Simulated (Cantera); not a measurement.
A perfectly stirred reactor is fed with 15.6 % C3H8, 84.4 % H2, at 0.464 atm; it is held at 1550 K, and followed from long to short residence time.

Detailed kinetics in Cantera: GRI-Mech 3.0 (53 species, 325 reactions). GRI-Mech 3.0 was tuned for natural gas; its chemistry of propane as a main component is partial and can be far from experiment. GRI-Mech 3.0 stops at C3 and has no aromatics, soot or wall deposition, so with more carbon than oxygen in the feed, carbon stays in small species such as C2H2 where larger ones or solid carbon would form.

x: mole fraction; the columns are a selection and need not sum to one.

| τ (s) | x C3H8 | x H2 | x C2H4 | x H | x CH2 | x CH3 | x C2H6 |
|---|---|---|---|---|---|---|---|
| 6.6 | 2.41e-6 | 0.796 | 0.00857 | 4.40e-5 | 3.56e-9 | 7.37e-5 | [?] |
| 2.7 | 5.72e-6 | 0.793 | 0.00861 | 4.72e-5 | 4.35e-9 | 8.42e-5 | [?] |
| 1.1 | 1.34e-5 | 0.789 | 0.00878 | 5.34e-5 | 5.98e-9 | 0.000103 | [?] |
| 0.47 | 2.90e-5 | 0.786 | 0.00920 | 6.33e-5 | 8.98e-9 | 0.000132 | [?] |
| 0.20 | 6.15e-5 | 0.782 | 0.0101 | 7.82e-5 | 1.46e-8 | 0.000175 | [?] |
| 0.081 | 0.000133 | 0.777 | 0.0119 | 0.000100 | 2.54e-8 | 0.000243 | [?] |
| 0.034 | 0.000273 | 0.773 | 0.0151 | 0.000128 | 4.41e-8 | 0.000338 | [?] |
| 0.014 | 0.000563 | 0.767 | 0.0207 | 0.000165 | 7.72e-8 | 0.000475 | [?] |
| 0.0058 | 0.00115 | 0.761 | 0.0299 | 0.000210 | 1.33e-7 | 0.000668 | [?] |
| 0.0024 | 0.00235 | 0.755 | 0.0437 | 0.000264 | 2.26e-7 | 0.000941 | [?] |

Some entries are withheld; supply them.


- 6.6, x C2H6: 2.28e-5
- 2.7, x C2H6: 2.72e-5
- 1.1, x C2H6: 3.59e-5
- 0.47, x C2H6: 5.05e-5
- 0.20, x C2H6: 7.50e-5
- 0.081, x C2H6: 0.000117
- 0.034, x C2H6: 0.000183
- 0.014, x C2H6: 0.000288
- 0.0058, x C2H6: 0.000449
- 0.0024, x C2H6: 0.000700
